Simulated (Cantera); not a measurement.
A Cantera script and its output.

```python
import numpy as np
import cantera as ct

gas = ct.Solution("gri30.yaml")
gas.TPX = 1000, 1300000, {'CH4': 1, 'O2': 2.04, 'N2': 7.67}
reactor = ct.IdealGasConstPressureReactor(gas, energy="on", clone=False)
net = ct.ReactorNet([reactor])
net.rtol, net.atol = 1e-08, 1e-16
show = ['CH4', 'O2', 'CO', 'HO2', 'CO2', 'C2H4', 'O']
times = np.geomspace(3e-06, 1, 15)

steps = ct.SolutionArray(gas, extra=["t"])
rows = []
print(f"{'t/s':>10s}{'T/K':>9s}{'P/Pa':>11s}" + "".join(f"{s:>11s}" for s in show))
for t in times:
    while net.time < t:
        t_next = net.step()
        steps.append(gas.state, t=t_next)
    rows.append([np.interp(t, steps.t, y) for y in (steps.T, steps.P, *steps(*show).X.T)])
    print(f"{t:10.3e}{rows[-1][0]:9.1f}{rows[-1][1]:11.4g}" + "".join(f"{x:11.3e}" for x in rows[-1][2:]))
rate = np.gradient(steps.T, steps.t)
print("integrator steps:", len(steps.t))
if steps.T.max() > steps.T[0] + 200:
    print(f"time of steepest temperature rise: {steps.t[rate.argmax()]:.4e} s")
gas.TPX = 1000, 1300000, {'CH4': 1, 'O2': 2.04, 'N2': 7.67}
gas.equilibrate("HP")
print(f"equilibrium (HP): T = {gas.T:.1f} K  " + "  ".join(f"{s} {gas[s].X[0]:.3e}" for s in show))
```

Output:

```
       t/s      T/K       P/Pa        CH4         O2         CO        HO2        CO2       C2H4          O
 3.000e-06   1000.0    1.3e+06  9.337e-02  1.905e-01  8.165e-18  3.328e-10  2.850e-20  9.940e-19  1.225e-14
 7.441e-06   1000.0    1.3e+06  9.337e-02  1.905e-01  1.179e-16  8.243e-10  4.155e-19  1.634e-17  3.137e-14
 1.845e-05   1000.0    1.3e+06  9.337e-02  1.905e-01  1.829e-15  2.037e-09  6.504e-18  2.704e-16  7.927e-14
 4.577e-05   1000.0    1.3e+06  9.337e-02  1.905e-01  2.762e-14  5.008e-09  9.970e-17  4.218e-15  2.010e-13
 1.135e-04   1000.0    1.3e+06  9.337e-02  1.905e-01  4.314e-13  1.216e-08  1.609e-15  6.781e-14  5.209e-13
 2.816e-04   1000.0    1.3e+06  9.337e-02  1.905e-01  7.247e-12  2.864e-08  2.903e-14  1.193e-12  1.428e-12
 6.983e-04   1000.0    1.3e+06  9.337e-02  1.905e-01  1.372e-10  6.310e-08  6.166e-13  2.411e-11  4.294e-12
 1.732e-03   1000.0    1.3e+06  9.337e-02  1.905e-01  3.134e-09  1.217e-07  1.330e-11  4.885e-10  1.191e-11
 4.296e-03   1000.0    1.3e+06  9.336e-02  1.905e-01  5.834e-08  1.905e-07  1.321e-10  4.732e-09  1.902e-11
 1.065e-02   1000.1    1.3e+06  9.334e-02  1.905e-01  7.157e-07  3.254e-07  8.019e-10  2.848e-08  2.658e-11
 2.643e-02   1000.8    1.3e+06  9.324e-02  1.904e-01  9.713e-06  8.925e-07  1.281e-08  2.666e-07  5.840e-11
 6.554e-02   2649.4    1.3e+06  4.981e-15  9.851e-03  1.650e-02  5.208e-06  7.556e-02  4.908e-23  8.040e-04
 1.626e-01   2649.2    1.3e+06  4.995e-15  9.823e-03  1.650e-02  5.194e-06  7.555e-02  4.925e-23  8.022e-04
 4.032e-01   2649.2    1.3e+06  4.995e-15  9.823e-03  1.650e-02  5.194e-06  7.555e-02  4.925e-23  8.022e-04
 1.000e+00   2649.2    1.3e+06  4.995e-15  9.823e-03  1.650e-02  5.194e-06  7.555e-02  4.925e-23  8.022e-04
integrator steps: 2714
time of steepest temperature rise: 6.2359e-02 s
equilibrium (HP): T = 2649.2 K  CH4 6.240e-15  O2 9.823e-03  CO 1.650e-02  HO2 5.194e-06  CO2 7.555e-02  C2H4 5.432e-23  O 8.022e-04
```

Cantera simulation using GRI-Mech 3.0 (53 species, 325 reactions); the numbers are that mechanism's predictions, not measurements. The pressure lies above the range GRI-Mech 3.0 was tuned for (to about 10 atm).
